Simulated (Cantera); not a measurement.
A perfectly stirred reactor is fed with CH4 : C2H6 : C3H8 : O2 : N2 = 1 : 0.29 : 0.51 : 14 : 64.8 (molar parts), equivalence ratio 0.40, at 4130 Torr; it is adiabatic with a 750 K inlet, and is followed from long to short residence time, starting on the burning branch (τ in s: 0.23, 0.088, 0.034, 0.013, 0.0051, 0.002, 0.00077, 0.0003, 0.00012, 4.5e-05).

Computed with Cantera and GRI-Mech 3.0 (53 species, 325 reactions). GRI-Mech 3.0 was tuned for natural gas; its chemistry of propane as a main component is partial and can be far from experiment.

One state of this run: T (K) = 1535; x CH4 = 2.07e-5; x C2H6 = 1.56e-6; x C3H8 = 2.97e-6; x HCO = 1.50e-8; x CH3 = 3.95e-6; x N2O = 2.57e-6; x O = 3.19e-5. x: mole fraction; the columns are a selection and need not sum to one.

**Question.** Which value of τ (s) does it belong to?
(A) 4.5e-5
(B) 0.0051
(C) 0.013
(D) 0.088

**Answer.** C, 0.013
